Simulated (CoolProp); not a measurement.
Vapour pressure (kPa) of acetone: the reference equation beside estimates from Tc = 508.1 K, pc = 4692 kPa, ω = 0.307. Clausius-Clapeyron is anchored at 367.6 K with a constant enthalpy of vaporisation of 26.48 kJ/mol.

Model: reference Helmholtz-energy equation of state, Lemmon 2006, in CoolProp. It is a short technical equation, of lower accuracy than the large ones.

```csv
T (K),reference,Lee-Kesler,Clausius-Clapeyron,van der Waals,Soave-Redlich-Kwong
367.6,322.0,323.4,322.0,1111,323.2
377.1,411.6,414.7,400.6,1260,414.7
386.6,519.1,524.3,493.0,1421,524.9
396.1,646.8,654.4,600.7,1594,656.1
405.6,797.0,807.1,725.1,1781,810.7
415,970.3,982.7,866.3,1979,?
424.5,1173,1188,1029,2192,?
434,1406,1422,1212,2419,1437
443.5,1673,1690,1419,?,1711
453,1976,1994,1649,2916,2021
462.5,2320,2338,1905,3186,2370
```

Fill in the missing entries.


- 415, Soave-Redlich-Kwong: 989.1
- 424.5, Soave-Redlich-Kwong: 1198
- 443.5, van der Waals: 2660

Absolute difference from the reference over all 11 rows, mean and median: Lee-Kesler 1.0 and 1.0 %, Clausius-Clapeyron 10.0 and 10.7 %, van der Waals 118.3 and 104.0 %, Soave-Redlich-Kwong 1.7 and 1.9 %.
